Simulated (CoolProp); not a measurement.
Aqueous potassium formate as a coolant, at 15 °C, 1 atm.

Model: Melinder's fits for secondary coolants, in CoolProp.

| mass % | freezing point (°C) | conductivity (W/(m K)) | viscosity (mPa s) | cp (kJ/(kg K)) | density (kg/m³) |
|---|---|---|---|---|---|
| 3.7 | -1.6 | 0.582 | 1.22 | 4.044 | 1023 |
| 8.9 | -4.3 | 0.573 | 1.31 | 3.848 | 1054 |
| 14.1 | -7.4 | 0.564 | [?] | 3.659 | 1086 |
| 19.3 | -11.1 | 0.555 | 1.51 | 3.476 | 1119 |
| 24.5 | [?] | 0.546 | 1.66 | 3.303 | [?] |
| 29.6 | -20.7 | 0.536 | 1.82 | 3.146 | 1189 |
| 34.8 | -27.2 | 0.524 | 2.00 | 3.000 | 1226 |
| 40 | -35.0 | 0.511 | [?] | 2.869 | 1264 |

Q: Some entries are withheld; supply them.

A: 
- 14.1, viscosity (mPa s): 1.39
- 24.5, freezing point (°C): -15.5
- 24.5, density (kg/m³): 1154
- 40, viscosity (mPa s): 2.22
